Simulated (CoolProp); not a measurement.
The fluid at 298.15 K and 9.54 MPa is throttled through a valve to 3 MPa with no heat exchange. The same conditions are run with several fluids, on thermodynamics alone (safety and materials aside).

Values from CoolProp's reference Helmholtz-energy equation of state of each fluid (methane: Setzmann 1991; normal hydrogen: Leachman 2009; oxygen: Schmidt 1985; C2F6 (R116): Lemmon 2006; nitrogen: Span 2000).

| fluid | temperature change (K) | final phase | final density (kg/m³) |
|---|---|---|---|
| methane | [?] | gas | 23.1 |
| normal hydrogen | +2.2 | [?] | 2.38 |
| oxygen | [?] | gas | [?] |
| C2F6 (R116) | [?] | [?] | [?] |
| nitrogen | [?] | gas | 35.5 |

Q: What belongs in the gaps?

A: 
- methane, temperature change (K): -27.6
- normal hydrogen, final phase: supercritical
- oxygen, temperature change (K): -16.0
- oxygen, final density (kg/m³): 41.9
- C2F6 (R116), temperature change (K): -8.4
- C2F6 (R116), final phase: liquid
- C2F6 (R116), final density (kg/m³): 937
- nitrogen, temperature change (K): -11.4
